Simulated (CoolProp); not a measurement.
Properties of R245fa along the isotherm -37.55 °C.

Values from CoolProp's reference Helmholtz-energy equation of state, Akasaka 2015.

```json
[
 {"p (MPa)": "1.14", "phase": "liquid", "speed of sound (m/s)": "943.3", "conductivity (mW/(m K))": "112"},
 {"p (MPa)": "2.28", "phase": "liquid", "speed of sound (m/s)": "948.3", "conductivity (mW/(m K))": "113"},
 {"p (MPa)": "3.42", "phase": "liquid", "speed of sound (m/s)": "953.2", "conductivity (mW/(m K))": "113"},
 {"p (MPa)": "4.56", "phase": "liquid", "speed of sound (m/s)": "[?]", "conductivity (mW/(m K))": "113"},
 {"p (MPa)": "5.7", "phase": "liquid", "speed of sound (m/s)": "962.9", "conductivity (mW/(m K))": "114"},
 {"p (MPa)": "6.85", "phase": "liquid", "speed of sound (m/s)": "967.7", "conductivity (mW/(m K))": "114"},
 {"p (MPa)": "7.99", "phase": "liquid", "speed of sound (m/s)": "972.4", "conductivity (mW/(m K))": "114"},
 {"p (MPa)": "9.13", "phase": "liquid", "speed of sound (m/s)": "977.1", "conductivity (mW/(m K))": "115"},
 {"p (MPa)": "10.3", "phase": "liquid", "speed of sound (m/s)": "[?]", "conductivity (mW/(m K))": "115"},
 {"p (MPa)": "11.4", "phase": "liquid", "speed of sound (m/s)": "986.2", "conductivity (mW/(m K))": "115"},
 {"p (MPa)": "12.6", "phase": "liquid", "speed of sound (m/s)": "991.0", "conductivity (mW/(m K))": "116"},
 {"p (MPa)": "13.7", "phase": "liquid", "speed of sound (m/s)": "995.3", "conductivity (mW/(m K))": "116"},
 {"p (MPa)": "14.8", "phase": "liquid", "speed of sound (m/s)": "999.6", "conductivity (mW/(m K))": "116"},
 {"p (MPa)": "16", "phase": "liquid", "speed of sound (m/s)": "1004", "conductivity (mW/(m K))": "117"},
 {"p (MPa)": "17.1", "phase": "liquid", "speed of sound (m/s)": "1008", "conductivity (mW/(m K))": "117"},
 {"p (MPa)": "18.3", "phase": "liquid", "speed of sound (m/s)": "[?]", "conductivity (mW/(m K))": "117"}
]
```

**Question.** Some entries are withheld; supply them.

**Answer.** 
- 4.56, speed of sound (m/s): 958.1
- 10.3, speed of sound (m/s): 981.8
- 18.3, speed of sound (m/s): 1013

Thermal conductivity comes from a separate model (Huber 2003), an estimate that may be off by 10 % or more.
